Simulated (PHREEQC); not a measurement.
0.058 g of hydrous ferric oxide (600 m²/g; 0.2 weak and 0.005 strong sites per Fe, Dzombak-Morel constants, diffuse double layer) in 1 kg of water with 0.1 mol/kgw of an inert sodium salt and 0.00039 mol H3BO3, at 25 °C; the pH is set by adding NaOH or the inert anion's acid. Oxygen is held at 0.21 atm. CO2 from the air is kept out. No solid was allowed to form.

Equilibrium calculation in PHREEQC: ion-association model, wateq4f.dat.

```csv
pH,B sorbed (%),surface charge σ (C/m²),surface potential ψ (mV)
4,0.0,0.321,147
4.5,0.0,0.272,?
5,0.0,0.214,?
5.5,0.0,0.159,111
6,0.0,0.111,93
6.5,0.0,0.074,74
7,0.0,?,52
7.5,0.0,0.022,29
8,0.0,0.004,5
8.5,0.0,-0.014,-19
9,0.0,-0.034,-42
9.5,0.0,-0.060,-65
10,0.0,-0.094,-85
10.5,0.0,-0.137,-103
11,0.0,-0.190,-120
11.5,0.0,-0.250,-133
12,0.0,-0.307,-141
```

Problem. What belongs in the gaps?

Solution. 
- 4.5, surface potential ψ (mV): 138
- 5, surface potential ψ (mV): 126
- 7, surface charge σ (C/m²): 0.045

Species that the database lacks are ignored.
